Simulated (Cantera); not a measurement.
A closed system holds: 1 mol HI, 0.14 mol H₂O, at 1 atm.

Method: chemical equilibrium by Gibbs-energy minimisation in Cantera with the NASA 1993 tables (ideal gas, pure condensed phases). Candidate condensed phases: H₂O, I₂; 12 gas species. Equilibrium is a limit: real reactors are often held back by kinetics, nucleation or transport.

log p: log10 of the partial pressure in bar; nothing condenses.

```tsv
T (°C)	log p I	log p H₂	log p HI	log p H₂O	log p H	log p I₂
1475	-0.38	-0.64	-0.60	-1.01	-3.96	-1.71
1550	-0.35	-0.62	-0.67	-1.01	-3.67	-1.84
1625	-0.33	-0.61	-0.73	-1.02	-3.41	-1.97
1700	-0.31	-0.59	-0.79	-1.03	-3.17	-2.09
1775	-0.29	-0.58	-0.86	-1.03	-2.94	-2.22
1850	-0.28	-0.57	-0.92	-1.04	-2.73	-2.33
1925	-0.27	-0.57	-0.97	-1.04	-2.54	-2.44
2000	-0.26	-0.56	-1.03	-1.04	-2.36	-2.55
2075	-0.26	-0.56	-1.09	-1.05	(withheld)	(withheld)
2150	-0.25	-0.56	-1.14	-1.05	-2.03	-2.75
2225	-0.25	-0.55	(withheld)	-1.06	(withheld)	(withheld)
2300	-0.24	-0.56	-1.24	-1.06	-1.74	-2.94
2375	-0.24	-0.56	-1.29	-1.07	-1.61	-3.03
```

**Question.** Fill in the missing entries.

**Answer.** 
- 2225, log p HI: -1.19
- 2225, log p H: -1.88
- 2225, log p I₂: -2.85
- 2075, log p H: -2.19
- 2075, log p I₂: -2.66
